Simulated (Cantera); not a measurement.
Charge: 1 mol Ti(OiPr)₄, 0.15 mol C₃H₈, a varied amount of N₂, 6.3 mol O₂, held at 1552 °C and 10.0 Torr.

Cantera equilibrium calculation (NASA polynomials, part measured and part estimated; ideal gas, pure solids and liquids). Candidate condensed phases: C, C₆H₆, C₇H₈, C₈H₁₈, H₂O, Ti, TiC, TiN, TiO, TiO₂, Ti₂O₃, Ti₃O₅, Ti₄O₇; 139 gas species. The feed counts by its element totals alone. Equilibrium is a limit: real reactors are often held back by kinetics, nucleation or transport.

Task: At 43 mol N₂, list the 4 most abundant gas species with their mole fractions, and the condensed phases.

Result: N₂ 0.613, H₂ 0.183, CO 0.172, H₂O 0.0247. Condensed: TiO₂(rutile).
